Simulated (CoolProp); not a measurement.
A single-stage vapour-compression cycle with R143a: evaporating at 205.15 K (dew point), condensing at 252.15 K (bubble point), superheat 10 K, subcooling 0 K, compressor efficiency 0.8, no pressure losses. Each further row changes one setting.

Model: reference Helmholtz-energy equation of state, Lemmon and Jacobsen 2000, in CoolProp.

```
case                              cooling COP  pressure ratio  discharge temperature (K)  refrigerating effect (kJ/kg)  volumetric capacity (kJ/m³)
--------------------------------  -----------  --------------  -------------------------  ----------------------------  ---------------------------
as stated                                2.85            9.01                      297.1                           185                          299
evaporating temperature 210.15 K         3.34            6.76                      291.8                           189                          399
condensing temperature 247.15 K          3.26            7.46                      289.7                           192                          311
subcooling 5 K                           2.95            9.01                      297.1                           192                          311
superheat 20 K                           2.83            9.01                      308.2                           193                          297
compressor efficiency 0.7                2.49            9.01                      306.5                           185                          299
```
